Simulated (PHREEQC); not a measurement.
Solution A (0.0043 mol/kgw HNO3) is mixed with solution B (0.03 mol/kgw HF, 0.0031 mol/kgw KF and 0.0051 mol/kgw H3PO4) at 25 °C; shares are by mass of water, 1 kg in all. Oxygen is held at 0.21 atm. CO2 from the air is kept out. No solid was allowed to form.

The numbers come from PHREEQC with the ion-association model, wateq4f.dat.

### Question
Predict HF (mol/kgw), F- (mol/kgw) at share of solution B = 0, 0.2, 0.3, 0.4, 0.6.

### Answer
```csv
share of solution B,HF (mol/kgw),F- (mol/kgw)
0,0,0
0.2,0.00547,0.000952
0.3,0.00810,0.00140
0.4,0.0107,0.00183
0.6,0.0156,0.00266
```

Complexes and solids missing from the database can't appear. wateq4f.dat counts part of the HF as a dimer, H2F2, which phreeqc.dat doesn't know; its constant is uncertain. H3PO4, which wateq4f.dat lacks, is added to it with the constant of phreeqc.dat.
